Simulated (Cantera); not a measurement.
An isothermal, constant-pressure homogeneous reactor starts with CO : O₂ : H₂O : N₂ = 0.017 : 0.1 : 0.0054 : 1 (molar parts), equivalence ratio 0.085, at 900 K and 760 Torr.

Cantera simulation using GRI-Mech 3.0 (53 species, 325 reactions); the numbers are that mechanism's predictions, not measurements.

**Question.** Predict: x(CO) at 20.0 s; x(O₂) at 20.0 s; x(H₂O) at 20.0 s; x(OH) at 20.0 s.

**Answer.** 
- x(CO) at 20.0 s = 0.0104 (gas-phase equilibrium <1e-12)
- x(O₂) at 20.0 s = 0.0869 (gas-phase equilibrium 0.0821)
- x(H₂O) at 20.0 s = 0.00481 (gas-phase equilibrium 0.00485)
- x(OH) at 20.0 s = 5.77e-9 (gas-phase equilibrium 2.28e-9)
